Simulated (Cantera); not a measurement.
Charge: 1 mol SiO₂, 19 mol CO, held at 1350 °C and 0.100 bar.

Method: chemical equilibrium by Gibbs-energy minimisation in Cantera with the NASA 1993 tables (ideal gas, pure condensed phases). Candidate condensed phases: C, Si, SiC, SiO₂; 20 gas species. The tables hold silica as quartz up to 1696 K and as liquid above; real silica turns to tridymite and cristobalite and melts near 1996 K. Kinetics and transport are ignored.

Base state: CO 0.999, CO₂ 0.000384, SiO 0.000384 (mole fractions); condensed: SiO₂(β-quartz).

What changes in the equilibrium state with this change: SiO₂ replaced by CuO?


```tsv
species	before	after
CO	0.999	0.947
CO₂	0.000384	0.0526
Cu	0	0.000557
SiO	0.000384	0
SiO₂(β-quartz), mol	0.993	0
Cu(l), mol	0	0.989
```
Further candidate phases: Cu, CuO, Cu₂O.

What changes in the equilibrium state with this change: 0.057 mol NH₃ added?


```json
[
 {"species": "CO", "before": "0.999", "after": "0.993"},
 {"species": "H₂", "before": "0", "after": "0.00446"},
 {"species": "N₂", "before": "0", "after": "0.00149"},
 {"species": "SiO", "before": "0.000384", "after": "0.000385"},
 {"species": "H", "before": "0", "after": "1.46e-5"},
 {"species": "CO₂", "before": "0.000384", "after": "0.000380"},
 {"species": "SiO₂(β-quartz), mol", "before": "0.993", "after": "0.993"}
]
```
Further candidate phases: C₆H₆, C₇H₈, C₈H₁₈, H₂O, Si₂N₂O, Si₃N₄.
